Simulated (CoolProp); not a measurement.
Model: reference Helmholtz-energy equation of state, Tillner-Roth 1997, in CoolProp.

### Question
For CH2F2 (R32), give the phase and the density (kg/m³), Prandtl number at 435 K and 6.67 MPa.

### Answer
- 435 K and 6.67 MPa: supercritical; density 122, Prandtl number 0.839

Viscosity comes from a separate model (Bell 2016), an estimate that may be off by 10 % or more. Thermal conductivity comes from a separate model (Huber 2003), an estimate that may be off by 10 % or more.
